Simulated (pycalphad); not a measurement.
CALPHAD calculation (pycalphad, COST 507 light-alloy database (1999)), 1 atm. The data set is of 1999 and partly superseded. Amounts are mole fractions of atoms.

**Question.** Give the equilibrium state of Mg-7.1Si-5.25Al (at.%) at 530 K.

**Answer.** hcp, fraction 0.737, with <0.01 Si, 4.3 Al at.%; MG2SI, fraction 0.213, with 33.3 Si, no Al at.%; ALMG_GAMMA, fraction 0.050, with no Si, 41.2 Al at.%.

**Question.** Give the equilibrium state of Mg-7.1Si-5.25Al (at.%) at 690 K.

**Answer.** 
```
T = 690.00 K, P = 101325 Pa, N = 1 mol of atoms
G = -31443 J/mol, H = 6157 J/mol, S = 54.49 J/(mol K)  (SER reference)
chemical potentials (J/mol): Mg -27778, Si -75095, Al -33605
phase             fraction      x(Mg)      x(Si)      x(Al)
HCP_A3              0.7870     0.9333   3.07e-07     0.0667
MG2SI               0.2130     0.6667     0.3333       none
```

Database names, with the compositions (at.%) that they take in these runs: MG2SI: Mg 67 Si 33; ALMG_GAMMA: Mg 59 Al 41. HCP_A3 is hcp. An entry "none" or "no" means that the model of the phase leaves that element out.
